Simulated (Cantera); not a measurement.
**Chemical vapour transport: Fe2O3 + HCl + O2 + Cl2**

Feed: 1 mol Fe2O3, 0.29 mol HCl, 0.012 mol O2, 0.27 mol Cl2, held at 1223 K and 11.0 mbar.

These are equilibrium values from Cantera (NASA tables, ideal gas, pure condensed phases), not measurements of a reactor. Candidate condensed phases: Fe, FeCl2, FeCl3, FeO, Fe(OH)2, Fe(OH)3, Fe2O3, Fe3O4, H2O; 22 gas species. Kinetics and transport are ignored.

| Item | Result |
|---|---|
| x(HCl) | 0.452 |
| x(Cl2) | 0.198 |
| x(O2) | 0.147 |
| x(FeCl3) | 0.0935 |
| x(FeCl2) | 0.0802 |
| x(Cl) | 0.0254 |
| x(H2O) | 0.00382 |
| x(ClO) | 3.85e-5 |
| x(Fe2Cl4) | 3.57e-5 |
| n(Fe2O3(s)) | 0.945 mol |
| gas amount | 0.6316 mol |
| log10 activity of FeCl2(l) (absent) | -2.67 |
| log10 activity of Fe(γ) (absent) | -8.72 |
| log10 activity of Fe(OH)2(s) (absent) | -11.52 |
